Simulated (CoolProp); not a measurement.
Computed with CoolProp (reference Helmholtz-energy equation of state, Zhou 2016).

Problem. Give the vapour pressure (MPa), vapour density (kg/m³), enthalpy of vaporisation (kJ/kg) of saturated R245ca at 337, 348.1 K.

Solution. 
```
T (K)  p (MPa)  vapour density (kg/m³)  enthalpy of vaporisation (kJ/kg)
-----  -------  ----------------------  --------------------------------
337      0.367                    19.5                               181
348.1    0.500                    26.3                               173
```
